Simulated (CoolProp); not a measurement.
Vapour pressure (kPa) of hexamethyldisiloxane (MM): the reference equation beside estimates from Tc = 245.6 °C, pc = 1931 kPa, ω = 0.418. Clausius-Clapeyron is anchored at 118.15 °C with a constant enthalpy of vaporisation of 29.73 kJ/mol.

Computed with CoolProp (reference Helmholtz-energy equation of state, Thol 2016).

| T (°C) | reference | Clausius-Clapeyron | van der Waals | Redlich-Kwong | Soave-Redlich-Kwong | Peng-Robinson |
|---|---|---|---|---|---|---|
| 60.25 | 26.43 | 33.65 | 246.8 | 78.66 | 26.23 | 26.73 |
| 69.85 | 37.73 | 45.43 | 287.7 | 102.5 | 37.51 | 37.99 |
| 79.55 | 52.76 | 60.51 | 333.3 | 131.5 | 52.58 | 52.96 |
| 89.25 | 72.19 | 79.38 | 383.4 | 166.2 | 72.12 | 72.31 |
| 98.85 | 96.54 | 102.4 | 437.6 | 206.5 | 96.73 | 96.61 |
| 108.55 | 127.2 | 130.7 | 497.2 | 253.9 | 127.8 | 127.3 |
| 118.15 | 164.5 | 164.5 | 561.1 | 308.0 | 165.8 | 164.6 |
| 127.85 | 210.2 | 205.2 | 630.7 | 370.4 | 212.5 | 210.5 |
| 137.55 | 265.0 | 253.3 | 705.7 | 441.1 | 268.7 | 265.8 |
| 147.15 | 329.3 | 309.0 | 785.2 | 519.8 | 334.9 | 330.9 |
| 156.85 | 405.7 | 374.4 | 871.1 | 608.5 | 413.6 | 408.4 |
| 166.55 | 494.8 | 449.8 | 962.6 | 707.1 | 505.7 | 499.1 |

Absolute difference from the reference over all 12 rows, mean and median: Clausius-Clapeyron 9.2 and 6.9 %, van der Waals 338.2 and 266.0 %, Redlich-Kwong 103.6 and 93.4 %, Soave-Redlich-Kwong 1.0 and 0.8 %, Peng-Robinson 0.4 and 0.3 %.
